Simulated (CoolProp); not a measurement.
Computed with CoolProp (reference Helmholtz-energy equation of state, Gao 2020).

Question: Give the vapour pressure (MPa), surface tension (mN/m), vapour viscosity (µPa s), liquid conductivity (mW/(m K)) of saturated ammonia at 282.5 K.

Answer: 
```
T (K)  p (MPa)  surface tension (mN/m)  vapour viscosity (µPa s)  liquid conductivity (mW/(m K))
-----  -------  ----------------------  ------------------------  ------------------------------
282.5    0.601                    24.1                      9.34                             531
```

Viscosity comes from a separate model (Fenghour 1995). Thermal conductivity comes from a separate model (Tufeu 1984). Surface tension comes from a separate correlation (Mulero 2012).
